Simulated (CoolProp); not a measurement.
R114 at several states: fugacity coefficient from the reference equation and from simpler models built on Tc = 147.5 °C, pc = 3.352 MPa, ω = 0.252; each cubic takes its own stable root.

Values from CoolProp's reference Helmholtz-energy equation of state, Platzer 1990. This equation is an older, rougher fit; its heat capacities, sound speeds and derivatives of the liquid may be far off and weren't checked against measurements.

```tsv
T (°C)	p (MPa)	phase	reference
125.45	1.15	gas	0.8632
158.05	0.0177	gas	0.9984
12.65	2.03	liquid	0.07268
190.65	0.357	gas	0.9743
```

How far does each simpler model (Redlich-Kwong, Soave-Redlich-Kwong, Peng-Robinson) lie from the reference over these 4 states: mean and median of the absolute difference, and the worst?


- Redlich-Kwong: mean 14.5 %, median 0.2 %, worst +57.5 % at 12.65 °C and 2.03 MPa
- Soave-Redlich-Kwong: mean 0.3 %, median 0.0 %, worst -1.2 % at 12.65 °C and 2.03 MPa
- Peng-Robinson: mean 1.1 %, median 0.9 %, worst -2.4 % at 12.65 °C and 2.03 MPa
